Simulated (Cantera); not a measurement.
Mixture: CO : H₂ : O₂ : N₂ = 1 : 0.62 : 1.08 : 4.06 (molar parts), equivalence ratio 0.75, at 39.0 bar, adiabatic and at constant volume. Ignition delay is the time to a rise of 400 K.

Cantera simulation using GRI-Mech 3.0 (53 species, 325 reactions); the numbers are that mechanism's predictions, not measurements. The hydrogen kinetics of GRI-Mech 3.0 are dated; newer H2 mechanisms differ, most at raised pressure. The pressure lies above the range GRI-Mech 3.0 was tuned for (to about 10 atm).

Problem. At T0 = 1675 K, what is the delay, and which 5 reactions control it most (d ln τ / d ln k, from doubling and halving each rate constant)?

Solution. The delay is 0.381 µs.
```
reaction                  d ln τ / d ln k   faster rate
------------------------  ---------------  ------------
H + O2 <=> O + OH                   -0.71   shortens it
H2 + O <=> H + OH                   -0.26   shortens it
H + O2 + N2 <=> HO2 + N2             0.19  lengthens it
H2 + OH <=> H + H2O                 -0.18   shortens it
H + O2 + M <=> HO2 + M               0.11  lengthens it
```
